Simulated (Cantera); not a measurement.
# Ignition delay

Mixture: CH4 : H2 : O2 : N2 = 1 : 0.032 : 1.34 : 9.8 (molar parts), equivalence ratio 1.5, at 101000 Pa, adiabatic and at constant pressure. Ignition delay is the time to a rise of 400 K.

Model: GRI-Mech 3.0 (53 species, 325 reactions), integrated in Cantera.

```tsv
T0 (K)	delay (ms)
1175	107
1275	29.4
1375	8.64
1475	2.77
1575	1.01
1675	0.423
```

* **apparent activation energy between 1475 and 1675 K**: 190 kJ/mol
